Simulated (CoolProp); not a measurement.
A single-stage vapour-compression cycle with cis-2-butene: evaporating at 256.15 K (dew point), condensing at 283.15 K (bubble point), superheat 0 K, subcooling 0 K, compressor efficiency 0.9, no pressure losses. Each further row changes one setting.

Computed with CoolProp (reference Helmholtz-energy equation of state, Lemmon 2005). It is a short technical equation, of lower accuracy than the large ones.

| case | cooling COP | pressure ratio | discharge temperature (K) | refrigerating effect (kJ/kg) | volumetric capacity (kJ/m³) |
|---|---|---|---|---|---|
| as stated | 7.86 | 3.00 | 293.8 | 376 | 432 |
| evaporating temperature 261.15 K | 9.98 | 2.40 | 291.4 | 382 | 540 |
| condensing temperature 278.15 K | 9.80 | 2.49 | 287.4 | 387 | 445 |
| subcooling 5 K | 8.08 | 3.00 | 293.8 | 387 | 445 |
| superheat 10 K | 7.81 | 3.00 | 304.1 | 389 | 429 |
| compressor efficiency 0.8 | 6.98 | 3.00 | 297.8 | 376 | 432 |
